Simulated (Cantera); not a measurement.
**Roasting and sulfation: MgO + SO₃ + O₂**

Charge: 1 mol MgO, 0.065 mol SO₃, 0.25 mol O₂, at 4400 Pa.

These are equilibrium values from Cantera (NASA tables, ideal gas, pure condensed phases), not measurements of a reactor. Candidate condensed phases: Mg, MgO, MgS, MgSO₄, S; 14 gas species. Mutual solubility and eutectic melting of coexisting phases are not modelled. Equilibrium is a limit: real reactors are often held back by kinetics, nucleation or transport.

| T (K) | log p O₂ | log p SO₂ | log p SO₃ | log p O | log p SO | log p O₃ | log p MgO | log p Mg | n MgO(s) | n MgSO₄(s) |
|---|---|---|---|---|---|---|---|---|---|---|
| 950 | -1.36 | -5.90 | -6.06 | -11.18 | <-13 | <-13 | <-13 | <-13 | 0.935 | 0.0650 |
| 1050 | -1.36 | -3.94 | -4.60 | -9.85 | <-13 | -12.69 | <-13 | <-13 | 0.936 | 0.0642 |
| 1150 | -1.41 | -2.30 | -3.41 | -8.79 | -11.25 | -12.15 | <-13 | <-13 | 0.972 | 0.0278 |
| 1250 | -1.45 | -2.10 | -3.58 | -7.88 | -9.93 | -11.68 | <-13 | <-13 | 1.00 | 0 |
| 1350 | -1.45 | -2.09 | -3.87 | -7.10 | -8.99 | -11.23 | <-13 | <-13 | 1.00 | 0 |
| 1450 | -1.45 | -2.09 | -4.12 | -6.42 | -8.18 | -10.85 | <-13 | <-13 | 1.00 | 0 |
| 1550 | -1.45 | -2.09 | -4.34 | -5.83 | -7.48 | -10.51 | -12.66 | -13.17 | 1.00 | 0 |
| 1650 | -1.45 | -2.09 | -4.54 | -5.31 | -6.86 | -10.22 | -11.32 | -11.68 | 1.00 | 0 |
| 1750 | -1.45 | -2.09 | -4.71 | -4.85 | -6.32 | -9.95 | -10.13 | -10.35 | 1.00 | 0 |
log p: log10 of the partial pressure in bar; n: condensed amount in mol.

From 950 K to 1150 K the condensed part is MgO(s) + MgSO₄(s). From 1250 K to 1750 K the condensed part is MgO(s).
